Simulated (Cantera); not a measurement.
A perfectly stirred reactor is fed with CO : H2 : CH4 : O2 : N2 = 1 : 0.33 : 0.15 : 1.56 : 5.85 (molar parts), equivalence ratio 0.62, at 1880 Torr; it is adiabatic with a 325 K inlet, and is followed from long to short residence time, starting on the burning branch (τ in s: 0.078, 0.028, 0.01, 0.0037, 0.0014, 0.00049, 0.00018, 6.5e-05, 2.4e-05, 8.5e-06, 3.1e-06).

Computed with Cantera and GRI-Mech 3.0 (53 species, 325 reactions).

x: mole fraction; the columns are a selection and need not sum to one.

```csv
τ (s),T (K),x CO,x H2,x CH4,x N2O,x HCN,x H2O
0.078,1915,0.000773,7.73e-5,1.55e-6,(withheld),3.84e-9,0.0759
0.028,1908,0.00143,0.000138,3.09e-6,(withheld),3.99e-9,0.0756
0.010,1894,0.00272,0.000259,5.96e-6,1.20e-6,4.33e-9,0.0751
0.0037,1870,0.00502,0.000471,1.12e-5,1.29e-6,4.94e-9,0.0744
0.0014,1831,0.00891,0.000822,2.14e-5,(withheld),6.26e-9,0.0734
0.00049,1761,0.0162,0.00141,4.68e-5,(withheld),9.11e-9,0.0717
0.00018,1643,0.0293,0.00225,0.000123,(withheld),1.30e-8,0.0697
6.5e-5,325,0.112,0.0371,0.0169,<1e-12,<1e-12,<1e-12
2.4e-5,325,0.112,0.0371,0.0169,<1e-12,<1e-12,<1e-12
8.5e-6,325,0.112,0.0371,0.0169,<1e-12,<1e-12,<1e-12
3.1e-6,325,0.112,0.0371,0.0169,<1e-12,<1e-12,<1e-12
```

Task: What belongs in the gaps?

Result: 
- 0.078, x N2O: 6.15e-7
- 0.028, x N2O: 9.08e-7
- 0.0014, x N2O: 1.18e-6
- 0.00049, x N2O: 9.72e-7
- 0.00018, x N2O: 7.66e-7
